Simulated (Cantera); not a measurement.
A diamond (100) surface in a fixed gas of H2 with x(CH4) = 0.0027, x(H) = 0.0036, x(CH3) = 7.6e-05, 113 Torr; coverages are run to steady state.

Model: the Harris–Goodwin 1993 mechanism for the reconstructed diamond (100) surface, integrated in Cantera.

θ: site fractions in the mechanism's names (c6HH fully hydrogenated, c6H* and c6*H radical sites, c6** diradical, c6HM methylated).

```json
[
 {"T (K)": "925", "growth (µm/h)": "?", "θ c6HH": "0.655", "θ c6H*": "0.0121", "θ c6*H": "0.308", "θ c6**": "0.00530", "θ c6HM": "0.0155"},
 {"T (K)": "1000", "growth (µm/h)": "?", "θ c6HH": "0.589", "θ c6H*": "0.0181", "θ c6*H": "0.369", "θ c6**": "0.00943", "θ c6HM": "0.0111"},
 {"T (K)": "1075", "growth (µm/h)": "7.34", "θ c6HH": "0.528", "θ c6H*": "0.0251", "θ c6*H": "0.421", "θ c6**": "0.0152", "θ c6HM": "0.00758"},
 {"T (K)": "1150", "growth (µm/h)": "7.19", "θ c6HH": "0.474", "θ c6H*": "0.0328", "θ c6*H": "0.463", "θ c6**": "0.0226", "θ c6HM": "0.00427"},
 {"T (K)": "1225", "growth (µm/h)": "?", "θ c6HH": "0.429", "θ c6H*": "0.0408", "θ c6*H": "0.496", "θ c6**": "0.0312", "θ c6HM": "0.00165"},
 {"T (K)": "1300", "growth (µm/h)": "?", "θ c6HH": "0.390", "θ c6H*": "0.0487", "θ c6*H": "0.519", "θ c6**": "0.0406", "θ c6HM": "0.000477"},
 {"T (K)": "1375", "growth (µm/h)": "?", "θ c6HH": "0.359", "θ c6H*": "0.0564", "θ c6*H": "0.534", "θ c6**": "0.0501", "θ c6HM": "0.000126"}
]
```

**Question.** Fill in the missing entries.

**Answer.** 
- 925, growth (µm/h): 4.04
- 1000, growth (µm/h): 5.82
- 1225, growth (µm/h): 4.97
- 1300, growth (µm/h): 3.17
- 1375, growth (µm/h): 2.60
